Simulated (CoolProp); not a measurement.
A simple Rankine cycle with sulfur dioxide: condensing at 327.15 K, boiler at 2.56 MPa, turbine inlet 374.1 K, turbine efficiency 0.8, pump efficiency 0.8, no recuperator. Each further row changes one setting.

Values from CoolProp's reference Helmholtz-energy equation of state, Gao 2016.

```
case                             thermal efficiency (%)  net work (kJ/kg)  heat in (kJ/kg)  turbine exit temperature (K)  volume ratio over the turbine
-------------------------------  ----------------------  ----------------  ---------------  ----------------------------  -----------------------------
as stated                                           8.2              27.1              333                         327.1                           2.55
turbine inlet 394.1 K                               8.4              29.6              353                         327.1                           2.41
condensing temperature 319.15 K                     9.6              33.0              344                         319.2                           3.14
boiler pressure 1.79 MPa                            5.6              19.4              348                         332.2                           1.75
turbine efficiency 0.7                              7.1              23.5              333                         327.1                           2.58
```

The expansion ends wet for: as stated; turbine inlet 394.1 K; condensing temperature 319.15 K; turbine efficiency 0.7.
